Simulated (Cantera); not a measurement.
Input (Python, Cantera) and output of one run.

```python
import numpy as np
import cantera as ct

gas_names = """
    CL CL2 H HCL H2 N NH NH2 NH3 N2 N2H2 N2H4 Si SiCL SiCL2 SiCL3 SiCL4 SiH SiHCL3 SiH2 SiH2CL2 SiH3
    SiH3CL SiH4 SiN Si2 Si2N Si3
""".split()
cond_names = """
    NH4CL(a) NH4CL(b) Si(cr) Si(L) Si3N4(a)
""".split()


def load(file, names, dense=False):
    # The tables refer to 1 bar. Condensed volumes are neglected.
    table = {s.name: s for s in ct.Species.list_from_file(file)}
    out = []
    for n in names:
        d = dict(table[n].input_data)
        d["thermo"] = dict(d["thermo"], **{"reference-pressure": 1e5})
        if dense:
            d["equation-of-state"] = {"model": "constant-volume", "density": "1e6 g/cm^3"}
        out.append(ct.Species.from_dict(d))
    return out


gas = ct.Solution(thermo="ideal-gas", species=load("nasa_gas.yaml", gas_names))
cond = {s.name: ct.Solution(thermo="fixed-stoichiometry", species=[s], name=s.name)
        for s in load("nasa_condensed.yaml", cond_names, dense=True)}
atoms = {
    'Si2Cl6': {'Si': 2, 'CL': 6},
    'NH3': {'N': 1, 'H': 3},
}
top_T = {'Si3N4(a)': 2400}  # K; cautious upper limits of use, not melting points


def equilibrate(T, P, feed):
    n = {}
    for name, mol in feed.items():
        for a, k in atoms[name].items():
            n[a] = n.get(a, 0.0) + k * mol
    gas.TPX = T, P, n
    mass = sum(n.values()) * gas.mean_molecular_weight
    gas.equilibrate("TP")
    valid = [c for c in cond.values() if c.min_temp <= T <= top_T.get(c.name, c.max_temp)]
    mix = ct.Mixture([(gas, mass / gas.mean_molecular_weight)] + [(c, 0.0) for c in valid])
    mix.T, mix.P = T, P
    mix.equilibrate("TP", solver="vcs", rtol=1e-11, max_steps=5000)
    return mix


results = []
feed = {'Si2Cl6': 1, 'NH3': 23}  # mol
T = 773.15  # K
P = 1000  # Pa
mix = equilibrate(T, P, feed)
results.append((T, P, feed, dict(zip(mix.species_names, mix.species_moles))))
print(gas.report(threshold=0.001))
for i in range(1, mix.n_phases):
    print(f"{mix.phase(i).name:16s} {mix.phase_moles(i):12.5e} mol")
```

Output:

```
       temperature   773.15 K
          pressure   1000 Pa
           density   0.0018533 kg/m^3
  mean mol. weight   11.914 kg/kmol
   phase of matter   gas

                          1 kg             1 kmol
                     ---------------   ---------------
          enthalpy        1.9076e+05        2.2726e+06  J
   internal energy       -3.4882e+05       -4.1557e+06  J
           entropy             18823        2.2426e+05  J/K
    Gibbs function       -1.4362e+07       -1.7111e+08  J
 heat capacity c_p            2519.8             30020  J/K
 heat capacity c_v            1821.9             21706  J/K

                      mass frac. Y      mole frac. X     chem. pot. / RT
                     ---------------   ---------------   ---------------
               HCL           0.38109           0.12453           -44.719
                H2           0.11195           0.66158           -21.924
                N2           0.50211           0.21353           -30.393
     [  +25 minor]         0.0048515        0.00034931

NH4CL(b)          0.00000e+00 mol
Si(cr)            0.00000e+00 mol
Si3N4(a)          6.61273e-01 mol
```

Equilibrium computed with Cantera from the NASA thermochemical tables; the gas is ideal and each condensed phase is pure. The feed counts by its element totals alone.
